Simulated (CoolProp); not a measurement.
Vapour-liquid equilibrium of n-hexane (1) + benzene (2) at 1.12 MPa; x and y are mole fractions of (1).

Values from CoolProp's multi-fluid Helmholtz-energy mixture model, Thol 2019 and Thol 2012; pair parameters Bell 2016.

Question: Give the bubble temperature and the first vapour's composition at x = 0.05, 0.35, 0.8. Is there an azeotrope?

Answer: x = 0.05: 456.2 K, y = 0.074; x = 0.35: 448.7 K, y = 0.406; x = 0.8: 444.6 K, y = 0.806. y crosses x between x = 0.8 and 0.95: the model has an azeotrope there.

Pair parameters are fitted to limited data, so mixtures are less certain than the pure fluids.
